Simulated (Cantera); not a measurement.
A diamond (100) surface in a fixed gas of H2 with x(CH4) = 0.0037, x(CH3) = 4.5e-05, at 1025 K, 0.0365 atm; coverages are run to steady state.

Detailed kinetics in Cantera: the Harris–Goodwin 1993 mechanism for the reconstructed diamond (100) surface.

θ: site fractions in the mechanism's names (c6HH fully hydrogenated, c6H* and c6*H radical sites, c6** diradical, c6HM methylated).

| x(H) | growth (µm/h) | θ c6HH | θ c6H* | θ c6*H | θ c6** | θ c6HM |
|---|---|---|---|---|---|---|
| 0.0001 | ___ | 0.597 | 0.0178 | 0.341 | 0.00488 | 0.0278 |
| 0.00019 | ___ | 0.578 | 0.0187 | 0.358 | 0.00680 | 0.0269 |
| 0.00038 | ___ | 0.569 | 0.0194 | 0.371 | 0.00859 | 0.0228 |
| 0.00073 | ___ | 0.568 | 0.0198 | 0.379 | 0.00982 | 0.0171 |
| 0.0014 | ___ | 0.569 | 0.0201 | 0.384 | 0.0106 | 0.0114 |
| 0.0028 | 0.830 | 0.571 | 0.0203 | 0.389 | 0.0111 | 0.00664 |
| 0.0054 | 0.901 | 0.572 | 0.0205 | 0.391 | 0.0114 | 0.00374 |
| 0.01 | 0.941 | 0.573 | 0.0206 | 0.392 | 0.0116 | 0.00211 |
| 0.02 | 0.966 | 0.573 | 0.0207 | 0.393 | 0.0117 | 0.00109 |

Some entries are withheld; supply them.


- 0.0001, growth (µm/h): 0.131
- 0.00019, growth (µm/h): 0.236
- 0.00038, growth (µm/h): 0.394
- 0.00073, growth (µm/h): 0.562
- 0.0014, growth (µm/h): 0.712
